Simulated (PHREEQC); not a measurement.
A column of 0.5 m (30 cells, dispersivity 0.04 m, 3600 s a shift, diffusion coefficient 3e-10 m²/s) holds 0.2 eq of the database's cation exchanger X per kg of pore water, first in equilibrium with 0.79 mmol/kgw KCl, 0.59 mmol/kgw MgCl2 and 0.01 mmol/kgw HCl. It is flushed with 0.083 mol KCl, 0.023 mol CdCl2 and 1e-05 mol HCl per kg of water, at 25 °C. Values are for the last cell. CO2 from the air is kept out. No solid was allowed to form.

Model: ion-association model, phreeqc.dat, run in PHREEQC.

```
pore volumes  Cd in solution (mol/kgw)  K in solution (mol/kgw)  Mg in solution (mol/kgw)
------------  ------------------------  -----------------------  ------------------------
0                                    0                 0.000790                  0.000590
0.4167                               0                  0.00121                   0.00138
0.6167                        7.38e-10                  0.00297                   0.00851
0.8167                         7.53e-5                  0.00471                    0.0220
1.217                          0.00620                  0.00683                    0.0395
1.617                           0.0146                   0.0111                    0.0396
1.817                           0.0174                   0.0148                    0.0372
2.017                           0.0194                   0.0195                    0.0340
2.417                           0.0217                   0.0305                    0.0272
2.817                           0.0228                   0.0421                    0.0206
3.017                           0.0230                   0.0475                    0.0177
3.217                           0.0232                   0.0525                    0.0150
3.617                           0.0233                   0.0611                    0.0106
4.017                           0.0233                   0.0678                   0.00728
4.217                           0.0233                   0.0704                   0.00599
4.417                           0.0233                   0.0726                   0.00490
4.817                           0.0232                   0.0761                   0.00325
5.217                           0.0232                   0.0784                   0.00213
5.417                           0.0231                   0.0793                   0.00172
5.617                           0.0231                   0.0800                   0.00139
6.017                           0.0231                   0.0810                  0.000898
```
